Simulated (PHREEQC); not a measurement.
A solution holds 0.0011 mol/kgw NaHSO4, 3.9e-05 mol/kgw KOH and 0.0062 mol/kgw K2SiO3, at 25 °C. Closed to the air; pH follows from the charge balance.

Computed with PHREEQC (ion-association model, wateq4f.dat).

Problem. The ionic strength comes out as 0.0148 mol/kgw. What activity coefficients do K+, NaSO4-, H2SiO4-2, H3SiO4-, Na+ get?

Solution. K+ 0.88, NaSO4- 0.89, H2SiO4-2 0.63, H3SiO4- 0.89, Na+ 0.89.

This is a speciation only: nothing precipitates in the calculation.
